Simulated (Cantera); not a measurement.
A closed system holds: 1 mol SiCl4, 1.5 mol HCl, 65 mol H2, 0.067 mol Cl2, held at 1198.15 K and 1.80 mbar.

Equilibrium computed with Cantera from the NASA thermochemical tables; the gas is ideal and each condensed phase is pure. Candidate condensed phases: Si; 19 gas species. The tables' values for SiCl3 are old estimates; treat these amounts as uncertain. Rates play no part.

Base state: H2 0.930, HCl 0.0597, SiCl2 0.00902, SiCl3 0.000687, SiCl4 0.000462, SiHCl3 0.000194, SiH2Cl2 1.06e-5 (mole fractions); condensed: Si(s).

Question: What changes in the equilibrium state with this change: temperature from 1198.15 K to 900 K?

Answer: 
```csv
species,before,after
H2,0.930,0.959
HCl,0.0597,0.0259
SiCl4,0.000462,0.0132
SiCl2,0.00902,6.98e-5
SiHCl3,0.000194,0.00139
SiCl3,0.000687,0.000139
"Si(s), mol",0.289,0
```
